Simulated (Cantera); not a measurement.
Feed: 1 mol n-butane, 0.1 mol NH3, 8.3 mol H2, held at 0.100 bar.

Equilibrium computed with Cantera from the NASA thermochemical tables; the gas is ideal and each condensed phase is pure. Candidate condensed phases: C, C6H6, C7H8, C8H18; 92 gas species. Rates play no part.

Task: What share of the C ends up in condensed phases as a function of T (K), at 2598, 2648, 2698, 2748, 2798, 2848, 2898, 2948?

Result: 
```json
[
 {"T (K)": "2598", "C condensed (%)": "88.3", "as": "C(graphite)"},
 {"T (K)": "2648", "C condensed (%)": "86.2", "as": "C(graphite)"},
 {"T (K)": "2698", "C condensed (%)": "83.7", "as": "C(graphite)"},
 {"T (K)": "2748", "C condensed (%)": "81.0", "as": "C(graphite)"},
 {"T (K)": "2798", "C condensed (%)": "77.8", "as": "C(graphite)"},
 {"T (K)": "2848", "C condensed (%)": "74.2", "as": "C(graphite)"},
 {"T (K)": "2898", "C condensed (%)": "69.9", "as": "C(graphite)"},
 {"T (K)": "2948", "C condensed (%)": "64.9", "as": "C(graphite)"}
]
```
